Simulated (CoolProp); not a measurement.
Saturation properties of n-heptane (Tc = 268.1 °C, pc = 27.74 bar, ω = 0.349).

The numbers come from the reference Helmholtz-energy equation of state, Span 2003 in CoolProp. It is a short technical equation, of lower accuracy than the large ones.

```
T (°C)  p (bar)  vapour density (kg/m³)  liquid cp (kJ/(kg K))
------  -------  ----------------------  ---------------------
126.65    2.172                   7.193                  2.700
135.25    2.673                   8.803                  2.745
143.95    3.267                   10.72                  2.793
152.65    3.955                   12.96                  2.843
161.25    4.738                   15.54                  2.895
169.95    5.644                   18.60                  2.951
178.65    6.675                   22.16                  3.010
187.25    7.827                   26.28                  3.075
195.95    9.139                   31.18                  3.148
204.55    10.59                   36.90                  3.231
213.25    12.24                   43.80                  3.331
221.95    14.07                   52.18                  3.458
```

It boils at 98.4 °C under 1 atm.
